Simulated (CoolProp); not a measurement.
Vapour pressure (bar) of n-perfluoropentane: the reference equation beside estimates from Tc = 421.0 K, pc = 20.63 bar, ω = 0.436. Clausius-Clapeyron is anchored at 326.8 K with a constant enthalpy of vaporisation of 23.87 kJ/mol.

Values from CoolProp's reference Helmholtz-energy equation of state, Gao 2022.

```tsv
T (K)	reference	Lee-Kesler	Clausius-Clapeyron	Soave-Redlich-Kwong
309.8	1.316	1.320	…	1.321
318.3	1.750	1.757	1.808	1.759
326.8	2.285	2.296	2.285	2.304
335.2	2.930	2.945	2.848	2.961
343.7	3.714	3.734	3.520	3.763
352.2	4.648	4.672	4.306	…
360.7	5.750	5.778	5.218	5.851
369.1	7.022	7.056	…	7.158
377.6	8.517	8.558	7.450	8.692
386.1	10.25	10.30	8.807	10.46
394.6	12.24	12.30	10.34	12.48
403	14.50	14.57	12.03	14.75
411.5	17.14	17.21	13.94	17.35
```

Q: What belongs in the gaps?

A: 
- 309.8, Clausius-Clapeyron: 1.411
- 352.2, Soave-Redlich-Kwong: 4.720
- 369.1, Clausius-Clapeyron: 6.253

Absolute difference from the reference over all 13 rows, mean and median: Lee-Kesler 0.5 and 0.5 %, Clausius-Clapeyron 9.5 and 9.3 %, Soave-Redlich-Kwong 1.4 and 1.5 %.
